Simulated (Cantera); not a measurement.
A Cantera script and what it prints.

```python
import numpy as np
import cantera as ct

gas_names = [...]  # 87 gases of nasa_gas.yaml made of C, H, Si
cond_names = """
    C(gr) C6H6(L) C7H8(L) C8H18(L),n-octa Si(cr) Si(L) SiC(b)
""".split()


# ... load() reads the species with a 1 bar reference pressure and builds the phases ...
atoms = {
    'Si(CH3)4': {'Si': 1, 'C': 4, 'H': 12},
    'C2H4': {'C': 2, 'H': 4},
    'H2': {'H': 2},
}
top_T = {'C(gr)': 4500, 'SiC(b)': 3050}  # K; cautious upper limits of use, not melting points


# ... equilibrate(T, P, feed) seeds the gas with the atoms and calls Mixture.equilibrate('TP', solver="vcs", rtol=1e-11, max_steps=5000) ...
results = []
feed = {'Si(CH3)4': 1, 'C2H4': 0.038, 'H2': 420}  # mol
P = 200  # Pa
for T in [1200, 1350, 1500, 1650, 1800, 1950, 2100, 2250, 2400]:
    mix = equilibrate(T, P, feed)
    results.append((T, P, feed, dict(zip(mix.species_names, mix.species_moles))))
    x = sorted(zip(gas.X, gas.species_names), reverse=True)
    print(f"T = {T:g} K  P = {P:g} Pa  gas = {mix.phase_moles(0):.4g} mol")
    print("   x: " + "  ".join(f"{s} {v:.3e}" for v, s in x if v > 0.001))
    print("   condensed (mol): " + ("  ".join(f"{mix.phase(i).name} {mix.phase_moles(i):.4g}"
          for i in range(1, mix.n_phases) if mix.phase_moles(i) > 1e-12) or "none"))
```

Result:

```
T = 1200 K  P = 200 Pa  gas = 426.1 mol
   x: H2 1.000e+00
   condensed (mol): C(gr) 3.062  SiC(b) 1
T = 1350 K  P = 200 Pa  gas = 426.1 mol
   x: H2 9.999e-01
   condensed (mol): C(gr) 3.07  SiC(b) 1
T = 1500 K  P = 200 Pa  gas = 426.2 mol
   x: H2 9.996e-01
   condensed (mol): C(gr) 3.066  SiC(b) 1
T = 1650 K  P = 200 Pa  gas = 426.5 mol
   x: H2 9.979e-01  H 2.029e-03
   condensed (mol): C(gr) 3.037  SiC(b) 0.9992
T = 1800 K  P = 200 Pa  gas = 427.8 mol
   x: H2 9.918e-01  H 7.973e-03
   condensed (mol): C(gr) 2.944  SiC(b) 0.9819
T = 1950 K  P = 200 Pa  gas = 431.8 mol
   x: H2 9.736e-01  H 2.529e-02
   condensed (mol): C(gr) 2.856  SiC(b) 0.7394
T = 2100 K  P = 200 Pa  gas = 441.9 mol
   x: H2 9.293e-01  H 6.716e-02  Si 2.015e-03  C2H2,acetylene 1.342e-03
   condensed (mol): C(gr) 2.756
T = 2250 K  P = 200 Pa  gas = 462.3 mol
   x: H2 8.426e-01  H 1.524e-01  C2H2,acetylene 2.820e-03  Si 1.896e-03
   condensed (mol): C(gr) 1.229
T = 2400 K  P = 200 Pa  gas = 501.6 mol
   x: H2 6.972e-01  H 2.970e-01  C2H2,acetylene 3.646e-03  Si 1.722e-03
   condensed (mol): none
```

Equilibrium computed with Cantera from the NASA thermochemical tables; the gas is ideal and each condensed phase is pure.
